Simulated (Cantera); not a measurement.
Input: 1 mol CO, 0.27 mol NH3, 4.5 mol N2, at 13.3 mbar.

These are equilibrium values from Cantera (NASA tables, ideal gas, pure condensed phases), not measurements of a reactor. Candidate condensed phases: C, C6H6, C7H8, C8H18, H2O; 136 gas species. Rates play no part. All values below are at 2675 K.

Base state: N2 0.739, CO 0.159, H 0.0742, H2 0.0275 (mole fractions); condensed: gas only.

Problem. What changes in the equilibrium state with this change: NH3 from 0.27 to 0.17 mol?

Solution. 
```tsv
species	before	after
N2	0.739	0.764
CO	0.159	0.167
H	0.0742	0.0549
H2	0.0275	0.0150
N	9.90e-6	1.01e-5
```

Problem. What changes in the equilibrium state with this change: pressure from 13.3 mbar to 4.00 bar?

Solution. 
```
species   before     after
-------  -------  --------
N2         0.739     0.765
CO         0.159     0.165
H2        0.0275    0.0634
H         0.0742   0.00650
H2O      2.21e-6  0.000113
CO2      1.92e-6   4.42e-5
```
